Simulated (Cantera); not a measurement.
Fe(CO)5 + N2 (iron carbonyl, mercury and lead vapours)

Feed: 1 mol Fe(CO)5, 14 mol N2, held at 0.0520 bar.

Equilibrium computed with Cantera from the NASA thermochemical tables; the gas is ideal and each condensed phase is pure. Candidate condensed phases: C, Fe, Fe(CO)5, FeO, Fe2O3, Fe3O4; 27 gas species. Condensed phases not in the tables: cementite and carbon dissolved in iron. Kinetics and transport are ignored.

```json
[
 {"T (°C)": "652", "x N2": "0.744", "x CO": "0.247", "x CO2": "0.00951", "x Fe": "<1e-12", "n C(graphite)": "0.179", "n Fe(α)": "1.00", "n Fe(γ)": "0"},
 {"T (°C)": "702", "x N2": "0.739", "x CO": "0.257", "x CO2": "0.00331", "x Fe": "<1e-12", "n C(graphite)": "0.0627", "n Fe(α)": "1.00", "n Fe(γ)": "0"},
 {"T (°C)": "752", "x N2": "0.738", "x CO": "0.261", "x CO2": "0.00122", "x Fe": "<1e-12", "n C(graphite)": "0.0231", "n Fe(α)": "1.00", "n Fe(γ)": "0"},
 {"T (°C)": "802", "x N2": "0.737", "x CO": "0.262", "x CO2": "0.000486", "x Fe": "8.68e-12", "n C(graphite)": "0.00924", "n Fe(α)": "1.00", "n Fe(γ)": "0"},
 {"T (°C)": "852", "x N2": "0.737", "x CO": "0.263", "x CO2": "0.000210", "x Fe": "6.47e-11", "n C(graphite)": "0.00399", "n Fe(α)": "1.00", "n Fe(γ)": "0"},
 {"T (°C)": "902", "x N2": "0.737", "x CO": "0.263", "x CO2": "9.74e-5", "x Fe": "4.05e-10", "n C(graphite)": "0.00185", "n Fe(α)": "1.00", "n Fe(γ)": "0"},
 {"T (°C)": "952", "x N2": "0.737", "x CO": "0.263", "x CO2": "4.82e-5", "x Fe": "2.17e-9", "n C(graphite)": "0.000916", "n Fe(α)": "0", "n Fe(γ)": "1.00"},
 {"T (°C)": "1002", "x N2": "0.737", "x CO": "0.263", "x CO2": "2.52e-5", "x Fe": "1.02e-8", "n C(graphite)": "0", "n Fe(α)": "0", "n Fe(γ)": "1.00"},
 {"T (°C)": "1052", "x N2": "0.737", "x CO": "0.263", "x CO2": "1.39e-5", "x Fe": "4.22e-8", "n C(graphite)": "0", "n Fe(α)": "0", "n Fe(γ)": "1.000"},
 {"T (°C)": "1102", "x N2": "0.737", "x CO": "0.263", "x CO2": "8.01e-6", "x Fe": "1.58e-7", "n C(graphite)": "0", "n Fe(α)": "0", "n Fe(γ)": "1.000"}
]
```
x: gas mole fraction; n: condensed amount in mol.

From 652 °C to 902 °C the condensed part is C(graphite) + Fe(α). At 952 °C the condensed part is C(graphite) + Fe(γ). From 1002 °C to 1102 °C the condensed part is Fe(γ).
